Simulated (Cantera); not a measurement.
Cantera with NASA thermochemical tables; ideal gases at 1 bar, condensed phases pure. Values are per mole of reaction as written; species without (g) are pure solids or liquids, kept so even where they would boil at 1 bar.

2 Br2(g) + Si(g) → SiBr4(g)

```tsv
T (K)	ΔH° (kJ)	ΔS° (J/K)	ΔG° (kJ)	log10 K
475	-926.3	-277.0	-794.7	87.39
675	-924.5	-273.9	-739.6	57.23
875	-922.5	-271.4	-685.1	40.90
1075	-920.5	-269.2	-631.1	30.66
1275	-918.4	-267.4	-577.4	23.65
1475	-916.3	-265.9	-524.1	18.56
1675	(withheld)	(withheld)	(withheld)	(withheld)
1875	(withheld)	(withheld)	(withheld)	(withheld)
2075	-911.1	-263.0	-365.5	9.20
2275	-909.9	-262.4	-313.0	7.19
2475	-908.8	-261.9	-260.5	5.50
```

**Question.** What belongs in the gaps?

**Answer.** 
- 1675, ΔH° (kJ): -914.4
- 1675, ΔS° (J/K): -264.7
- 1675, ΔG° (kJ): -471.0
- 1675, log10 K: 14.69
- 1875, ΔH° (kJ): -912.6
- 1875, ΔS° (J/K): -263.7
- 1875, ΔG° (kJ): -418.2
- 1875, log10 K: 11.65
